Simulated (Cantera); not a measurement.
Cantera run, input and output.

```python
import numpy as np
import cantera as ct

gas = ct.Solution("h2o2.yaml")
gas.TPX = 598, 480000, {'H2': 1, 'O2': 0.61, 'N2': 2.56}
flame = ct.FreeFlame(gas, width=0.013)
flame.set_refine_criteria(ratio=3, slope=0.08, curve=0.16)
flame.transport_model = "mixture-averaged"
flame.solve(loglevel=0, auto=True)
z, T = flame.grid, flame.T
thick = (T[-1] - T[0]) / np.gradient(T, z).max()
show = ['H2', 'O2', 'H2O', 'H', 'O', 'OH']
print(f"laminar burning velocity  {flame.velocity[0] * 100:.3f} cm/s")
print(f"burnt temperature         {T[-1]:.1f} K")
print(f"thermal thickness         {thick * 1e3:.4f} mm")
print(f"grid points               {len(z)}")
z0 = z[flame.heat_release_rate.argmax()]
print(f"{'z/mm':>9s}{'T/K':>9s}{'u/(m/s)':>9s}" + "".join(f"{s:>11s}" for s in show))
rows = []
for k in (-3, -2, -1.5, -1, -0.5, -0.25, 0, 0.25, 0.5, 1, 2, 4, 8):
    zz = z0 + k * thick
    rows.append([k * thick, np.interp(zz, z, T), np.interp(zz, z, flame.velocity),
                 *(np.interp(zz, z, flame.X[gas.species_index(s)]) for s in show)])
    print(f"{rows[-1][0] * 1e3:9.3f}{rows[-1][1]:9.1f}{rows[-1][2]:9.3f}" + "".join(f"{x:11.3e}" for x in rows[-1][3:]))
```

It prints:

```
laminar burning velocity  448.507 cm/s
burnt temperature         2312.8 K
thermal thickness         0.0634 mm
grid points               110
     z/mm      T/K  u/(m/s)         H2         O2        H2O          H          O         OH
   -0.190    598.0    4.485  2.398e-01  1.463e-01  6.487e-09  2.698e-14  1.125e-12  3.880e-14
   -0.127    598.0    4.484  2.396e-01  1.463e-01  2.082e-07  2.456e-12  1.008e-10  3.479e-12
   -0.095    598.1    4.482  2.391e-01  1.464e-01  1.897e-06  3.532e-11  1.429e-09  4.951e-11
   -0.063    599.6    4.476  2.359e-01  1.470e-01  4.929e-05  3.349e-09  6.189e-08  2.812e-09
   -0.032    664.9    4.829  2.103e-01  1.495e-01  4.769e-03  5.626e-05  1.312e-05  5.427e-05
   -0.016    949.2    6.667  1.635e-01  1.403e-01  3.785e-02  2.112e-03  3.730e-04  9.171e-04
    0.000   1363.5    9.359  9.743e-02  1.061e-01  1.116e-01  1.049e-02  2.977e-03  3.325e-03
    0.016   1659.9   11.300  4.791e-02  6.765e-02  1.786e-01  1.668e-02  6.332e-03  8.071e-03
    0.032   1826.3   12.378  2.780e-02  4.891e-02  2.095e-01  1.583e-02  7.427e-03  1.168e-02
    0.063   1994.0   13.424  1.786e-02  3.911e-02  2.289e-01  1.031e-02  6.247e-03  1.367e-02
    0.127   2132.3   14.248  1.209e-02  3.525e-02  2.421e-01  4.950e-03  3.840e-03  1.268e-02
    0.253   2228.0   14.799  6.979e-03  3.305e-02  2.527e-01  1.913e-03  2.005e-03  1.021e-02
    0.507   2283.0   15.108  3.501e-03  3.206e-02  2.595e-01  6.404e-04  9.676e-04  7.548e-03
```

Computed with Cantera and the H2/O2 subset of GRI-Mech 3.0, which has no nitrogen chemistry. The hydrogen kinetics of GRI-Mech 3.0 are dated; newer H2 mechanisms differ, most at raised pressure. Burning velocities carry a grid error of a few per cent, more on coarse grids.
